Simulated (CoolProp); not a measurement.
Vapour-liquid equilibrium of toluene (1) + n-decane (2) at 291.3 K; x and y are mole fractions of (1).

Values from CoolProp's multi-fluid Helmholtz-energy mixture model, Lemmon 2006 and Lemmon 2006; pair parameters Bell 2016.

```
x      bubble pressure, mixture model (MPa)  bubble pressure, Raoult's law (MPa)  y, mixture model  y, Raoult's law
-----  ------------------------------------  -----------------------------------  ----------------  ---------------
0.05                              0.0002644                            0.0002381             0.599            0.555
0.125                             0.0005046                            0.0004278             0.807            0.772
0.2                               0.0007459                            0.0006174             0.881            0.855
0.275                             0.0009781                            0.0008071             0.917            0.900
0.35                               0.001195                            0.0009967             0.939            0.927
0.425                              0.001394                             0.001186             0.953            0.946
0.5                                0.001575                             0.001376             0.963            0.959
0.575                              0.001742                             0.001566             0.970            0.970
0.65                               0.001899                             0.001755             0.976            0.978
0.725                              0.002049                             0.001945             0.982            0.984
0.8                                0.002200                             0.002135             0.987            0.990
0.875                              0.002355                             0.002324             0.992            0.994
0.95                               0.002521                             0.002514             0.997            0.998
```

The largest gap from Raoult's law is +21.2 % in bubble pressure, at x = 0.275. No azeotrope shows between x = 0.05 and 0.95.

Pair parameters are fitted to limited data, so mixtures are less certain than the pure fluids.
